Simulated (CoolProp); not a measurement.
Aqueous magnesium chloride as a coolant, at 36 °C, 1 atm.

Values from CoolProp's Melinder's fits for secondary coolants.

```json
[
 {"mass %": "3.5", "freezing point (°C)": "-2.0", "density (kg/m³)": "1023", "cp (kJ/(kg K))": "3.994", "Prandtl number": "5.39", "conductivity (W/(m K))": "0.616"},
 {"mass %": "7", "freezing point (°C)": "___", "density (kg/m³)": "1052", "cp (kJ/(kg K))": "3.799", "Prandtl number": "5.41", "conductivity (W/(m K))": "0.609"},
 {"mass %": "10.4", "freezing point (°C)": "___", "density (kg/m³)": "1081", "cp (kJ/(kg K))": "3.612", "Prandtl number": "5.88", "conductivity (W/(m K))": "0.602"},
 {"mass %": "13.9", "freezing point (°C)": "-14.7", "density (kg/m³)": "___", "cp (kJ/(kg K))": "3.434", "Prandtl number": "6.75", "conductivity (W/(m K))": "0.593"},
 {"mass %": "17.4", "freezing point (°C)": "-21.9", "density (kg/m³)": "1143", "cp (kJ/(kg K))": "3.271", "Prandtl number": "7.68", "conductivity (W/(m K))": "___"},
 {"mass %": "20.8", "freezing point (°C)": "-31.2", "density (kg/m³)": "1176", "cp (kJ/(kg K))": "3.117", "Prandtl number": "___", "conductivity (W/(m K))": "0.572"},
 {"mass %": "24.3", "freezing point (°C)": "-46.1", "density (kg/m³)": "1212", "cp (kJ/(kg K))": "2.933", "Prandtl number": "25.7", "conductivity (W/(m K))": "___"}
]
```

Complete the blanks.


- 7, freezing point (°C): -4.7
- 10.4, freezing point (°C): -8.9
- 13.9, density (kg/m³): 1112
- 17.4, conductivity (W/(m K)): 0.582
- 20.8, Prandtl number: 9.89
- 24.3, conductivity (W/(m K)): 0.560
